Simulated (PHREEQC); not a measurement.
A solution holds 0.18 mol/kgw HF, 0.0046 mol/kgw NH4F and 0.039 mol/kgw (NH4)2SiF6, at 25 °C. Closed to the air; pH follows from the charge balance.

All values are PHREEQC results (ion-association model, phreeqc.dat), not measurements.

Precipitation was switched off in this run.

Question: Order these F species by the share of F that they hold, largest first: SiF6-2, HF, F-, HF2-.

Answer: SiF6-2 (56 %), HF (38 %), HF2- (3.5 %), F- (2.9 %)

The pH is 1.92 and the ionic strength 0.137 mol/kgw. SiF6-2 is the database's only silicon fluoride.
